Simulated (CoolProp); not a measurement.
Methanol along the isobar 17.1 MPa: Z from the reference equation and from simpler models built on Tc = 240.2 °C, pc = 8.216 MPa, ω = 0.565; each cubic takes its own stable root.

Computed with CoolProp (reference Helmholtz-energy equation of state, de Reuck 1993).

```csv
T (°C),phase,reference
4.55,liquid,0.2896
28.55,liquid,0.2735
52.55,liquid,0.2601
76.55,liquid,0.2491
100.55,liquid,0.2403
124.55,liquid,0.2336
148.55,liquid,0.2291
172.55,liquid,0.2271
196.45,liquid,0.2282
220.45,liquid,0.2339
244.45,supercritical,0.2481
268.45,supercritical,0.2827
```

How far does each simpler model (van der Waals, Redlich-Kwong, Soave-Redlich-Kwong, Peng-Robinson) lie from the reference over these 12 states: mean and median of the absolute difference, and the worst?


- van der Waals: mean 92.8 %, median 98.2 %, worst +101.2 % at 4.55 °C and 17.1 MPa
- Redlich-Kwong: mean 42.5 %, median 42.1 %, worst +47.8 % at 220.45 °C and 17.1 MPa
- Soave-Redlich-Kwong: mean 36.9 %, median 34.1 %, worst +50.4 % at 268.45 °C and 17.1 MPa
- Peng-Robinson: mean 22.2 %, median 18.9 %, worst +37.7 % at 268.45 °C and 17.1 MPa
